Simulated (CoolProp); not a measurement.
Vapour-liquid equilibrium of methane (1) + ethane (2) at 146.1 K; x and y are mole fractions of (1).

Values from CoolProp's multi-fluid Helmholtz-energy mixture model, Setzmann 1991 and Bücker 2006; pair parameters Kunz 2012.

```json
[
 {"x": "0.05", "bubble pressure, mixture model (bar)": "0.6125", "bubble pressure, Raoult's law (bar)": "0.4988", "y, mixture model": "0.891", "y, Raoult's law": "0.870"},
 {"x": "0.15", "bubble pressure, mixture model (bar)": "1.636", "bubble pressure, Raoult's law (bar)": "1.360", "y, mixture model": "0.961", "y, Raoult's law": "0.957"},
 {"x": "0.25", "bubble pressure, mixture model (bar)": "2.578", "bubble pressure, Raoult's law (bar)": "2.221", "y, mixture model": "0.977", "y, Raoult's law": "0.977"},
 {"x": "0.35", "bubble pressure, mixture model (bar)": "3.450", "bubble pressure, Raoult's law (bar)": "3.082", "y, mixture model": "0.984", "y, Raoult's law": "0.986"},
 {"x": "0.45", "bubble pressure, mixture model (bar)": "4.263", "bubble pressure, Raoult's law (bar)": "3.943", "y, mixture model": "0.988", "y, Raoult's law": "0.990"},
 {"x": "0.55", "bubble pressure, mixture model (bar)": "5.033", "bubble pressure, Raoult's law (bar)": "4.804", "y, mixture model": "0.991", "y, Raoult's law": "0.994"},
 {"x": "0.65", "bubble pressure, mixture model (bar)": "5.780", "bubble pressure, Raoult's law (bar)": "5.665", "y, mixture model": "0.993", "y, Raoult's law": "0.996"},
 {"x": "0.75", "bubble pressure, mixture model (bar)": "6.528", "bubble pressure, Raoult's law (bar)": "6.526", "y, mixture model": "0.995", "y, Raoult's law": "0.997"},
 {"x": "0.85", "bubble pressure, mixture model (bar)": "7.312", "bubble pressure, Raoult's law (bar)": "7.387", "y, mixture model": "0.997", "y, Raoult's law": "0.999"},
 {"x": "0.95", "bubble pressure, mixture model (bar)": "8.183", "bubble pressure, Raoult's law (bar)": "8.248", "y, mixture model": "0.999", "y, Raoult's law": "1.000"}
]
```

The largest gap from Raoult's law is +22.8 % in bubble pressure, at x = 0.05. No azeotrope shows between x = 0.05 and 0.95.

Pair parameters are fitted to limited data, so mixtures are less certain than the pure fluids. The gap from Raoult's law changes sign with composition, which may be real or a fault of the pair parameters; it wasn't checked against measurements.
